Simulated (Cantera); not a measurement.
Feed: 1 mol Si3N4, 36 mol HCl, 49 mol H2, equilibrated at 750 Torr.

These are equilibrium values from Cantera (NASA tables, ideal gas, pure condensed phases), not measurements of a reactor. Candidate condensed phases: NH4Cl, Si, Si3N4; 28 gas species. The tables' values for SiCl3 are old estimates; treat these amounts as uncertain. The numbers say what is thermodynamically allowed, not how fast it happens. All values below are at 1825 K.

Base state: H2 0.605, HCl 0.337, SiCl2 0.0269, N2 0.0231, SiCl3 0.00529, SiCl4 0.00160, SiHCl3 0.000764, H 0.000342 (mole fractions); condensed: gas only.

What changes in the equilibrium state with this change: Si3N4 replaced by BN?


```
species       before     after
----------  --------  --------
H2             0.605     0.584
HCl            0.337     0.408
BCl3               0   0.00483
SiCl2         0.0269         0
N2            0.0231   0.00267
SiCl3        0.00529         0
SiCl4        0.00160         0
SiHCl3      0.000764         0
BCl2               0  0.000348
BCl                0  0.000163
BN(s), mol         0     0.546
```
The tables' values for BCl2, BCl are old estimates; treat these amounts as uncertain. Gases not in the tables: BHCl2. Further candidate phases: B, BN.
